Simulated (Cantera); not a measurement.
What does this Cantera script print?

```python
import numpy as np
import cantera as ct

gas_names = """
    H H2 N NH NH2 NH3 N2 N2H2 N2H4 Si SiH SiH2 SiH3 SiH4 SiN Si2 Si2N Si3
""".split()
cond_names = """
    Si(cr) Si(L) Si3N4(a)
""".split()


# ... load() reads the species with a 1 bar reference pressure and builds the phases ...
atoms = {
    'trisilylamine': {'Si': 3, 'N': 1, 'H': 9},
    'N2': {'N': 2},
}
top_T = {'Si3N4(a)': 2400}  # K; cautious upper limits of use, not melting points


# ... equilibrate(T, P, feed) seeds the gas with the atoms and calls Mixture.equilibrate('TP', solver="vcs", rtol=1e-11, max_steps=5000) ...
results = []
feed = {'trisilylamine': 1, 'N2': 1.1}  # mol
P = 6.9  # Pa
for T in [1025, 1125, 1225, 1325, 1425, 1525, 1625, 1725, 1825, 1925]:
    mix = equilibrate(T, P, feed)
    results.append((T, P, feed, dict(zip(mix.species_names, mix.species_moles))))

top = {s: max(r[3][s] / sum(r[3][g] for g in gas_names) for r in results) for s in gas_names}
cols = sorted((s for s in top if top[s] > 0.001), key=lambda s: -top[s])[:8]
seen = [c for c in cond_names if any(r[3].get(c, 0) > 1e-12 for r in results)]
print("log10 of partial pressures in bar; condensed amounts in mol")
print(f"{'T/K':>10s}" + "".join(f"{s[:9]:>10s}" for s in cols + seen))
for T, P, feed, n in results:
    ng = sum(n[g] for g in gas_names)
    print(f"{T:10.4g}" + "".join(f"{np.log10(max(n[s] / ng * P / 1e5, 1e-99)):10.3f}" for s in cols)
          + "".join(f"{n.get(c, 0):10.4g}" for c in seen))
```

It prints:

```
log10 of partial pressures in bar; condensed amounts in mol
       T/K        H2        N2        Si         H       Si2       SiH    Si(cr)     Si(L)  Si3N4(a)
      1025    -4.161   -10.312   -15.181   -10.441   -20.252   -15.516       0.6         0       0.8
      1125    -4.161    -8.624   -13.154    -9.433   -17.611   -13.836    0.6002         0    0.7999
      1225    -4.162    -7.215   -11.461    -8.587   -15.405   -12.434     0.606         0     0.798
      1325    -4.167    -6.022   -10.025    -7.870   -13.535   -11.248    0.6942         0    0.7686
      1425    -4.230    -5.000    -8.793    -7.281   -11.931   -10.260     1.745         0    0.4183
      1525    -4.295    -4.743    -7.724    -6.773   -10.541    -9.409     2.998         0         0
      1625    -4.298    -4.745    -6.788    -6.301    -9.325    -8.638     2.985         0         0
      1725    -4.310    -4.753    -5.993    -5.886    -8.315    -7.993         0     2.905         0
      1825    -4.348    -4.783    -5.342    -5.530    -7.529    -7.490         0     2.545         0
      1925    -4.481    -4.895    -4.759    -5.260    -6.826    -7.089         0    0.7463         0
```

These are equilibrium values from Cantera (NASA tables, ideal gas, pure condensed phases), not measurements of a reactor. The feed counts by its element totals alone. Mutual solubility and eutectic melting of coexisting phases are not modelled. The tables' values for SiN are old estimates; treat these amounts as uncertain. Gases not in the tables: Si2H6 and higher silanes.
